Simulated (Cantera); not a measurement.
A closed system holds: 1 mol BN, a varied amount of Cl₂, equilibrated at 1200 K and 0.190 bar.

Equilibrium computed with Cantera from the NASA thermochemical tables; the gas is ideal and each condensed phase is pure. Candidate condensed phases: B, BN; 10 gas species. Rates play no part.

Problem. At 22 mol Cl₂, list the 4 most abundant gas species with their mole fractions, and the condensed phases.

Solution. Cl₂ 0.922, BCl₃ 0.0452, N₂ 0.0226, Cl 0.0104. Condensed: gas only.
